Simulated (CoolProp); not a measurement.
Model: reference Helmholtz-energy equation of state, Polt 1992, in CoolProp. This equation is an older, rougher fit.

Problem. For cyclopropane, give the phase and the density (kg/m³), cv (kJ/(kg K)), Joule-Thomson coefficient (K/MPa), isothermal compressibility (1/MPa) at 430.1 K and 1.17 MPa; 430.1 K and 2.34 MPa; 430.1 K and 2.8 MPa.

Solution. 
- 430.1 K and 1.17 MPa: gas; density 14.6, cv 1.81, Joule-Thomson coefficient 6.55, isothermal compressibility 0.910
- 430.1 K and 2.34 MPa: gas; density 31.4, cv 1.86, Joule-Thomson coefficient 6.95, isothermal compressibility 0.491
- 430.1 K and 2.8 MPa: gas; density 38.7, cv 1.88, Joule-Thomson coefficient 7.14, isothermal compressibility 0.425
